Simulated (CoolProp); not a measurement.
Methanol at several states: Z from the reference equation and from simpler models built on Tc = 513.4 K, pc = 8.216 MPa, ω = 0.565; each cubic takes its own stable root.

Values from CoolProp's reference Helmholtz-energy equation of state, de Reuck 1993.

```
T (K)  p (MPa)   phase  reference
-----  -------  ------  ---------
272.3     20.5  liquid     0.3510
219.3     0.28  liquid   0.005712
236.5     24.8  liquid     0.4696
431.2     17.7  liquid     0.2356
200.6   0.0155  liquid  0.0003385
```

Question: How far does each simpler model (van der Waals, Redlich-Kwong, Peng-Robinson) lie from the reference over these 5 states: mean and median of the absolute difference, and the worst?

Answer: 
- van der Waals: mean 58873.4 %, median 102.2 %, worst +293962.0 % at 200.6 K and 0.0155 MPa
- Redlich-Kwong: mean 39.3 %, median 38.1 %, worst +44.8 % at 431.2 K and 17.7 MPa
- Peng-Robinson: mean 18.8 %, median 18.8 %, worst +20.2 % at 431.2 K and 17.7 MPa

At some of these states van der Waals gives the other phase, because its saturation line lies elsewhere.
